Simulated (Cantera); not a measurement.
**Counterflow diffusion flame**

A counterflow diffusion flame at 120000 Pa, nozzles 20 mm apart: fuel side CH4 = 1 (molar parts) at 475 K, oxidiser side O2 : N2 = 0.24 : 0.76 (molar parts) at 350 K, fuel mass flux 0.74 times the oxidiser's; mixture-averaged transport, no radiation.

Model: GRI-Mech 3.0 (53 species, 325 reactions), integrated in Cantera. GRI-Mech 3.0 has no aromatics or soot, which form on the fuel side of real flames. The maximum strain rate includes the flame's own expansion and is several times the mean.

| oxidiser flux (kg/m²/s) | max strain (1/s) | mean strain (1/s) | T max (K) | peak x OH | peak x H | peak x NO | peak x CO | peak x C2H2 |
|---|---|---|---|---|---|---|---|---|
| 0.3 | 186 | 35.3 | 2211 | 0.00982 | 0.00434 | 0.000351 | 0.0660 | 0.0170 |
| 0.38 | 233 | 44.7 | 2199 | 0.00982 | 0.00449 | 0.000334 | 0.0650 | 0.0163 |
| 0.48 | 290 | 56.5 | 2189 | 0.00982 | 0.00464 | 0.000317 | 0.0642 | 0.0156 |
| 0.61 | 362 | 71.8 | 2179 | 0.00980 | 0.00478 | 0.000299 | 0.0634 | 0.0150 |
| 0.78 | 454 | 91.9 | 2171 | 0.00983 | 0.00495 | 0.000281 | 0.0628 | 0.0144 |
| 0.98 | 560 | 115 | 2161 | 0.00977 | 0.00508 | 0.000261 | 0.0622 | 0.0138 |
| 1.2 | 676 | 141 | 2152 | 0.00969 | 0.00520 | 0.000243 | 0.0617 | 0.0132 |
| 1.6 | 880 | 188 | 2138 | 0.00956 | 0.00534 | 0.000215 | 0.0613 | 0.0124 |
| 2 | 1070 | 236 | 2126 | 0.00939 | 0.00542 | 0.000192 | 0.0609 | 0.0118 |
| 2.5 | 1310 | 294 | 2112 | 0.00917 | 0.00547 | 0.000167 | 0.0606 | 0.0110 |
x: mole fraction; the columns are a selection and need not sum to one.
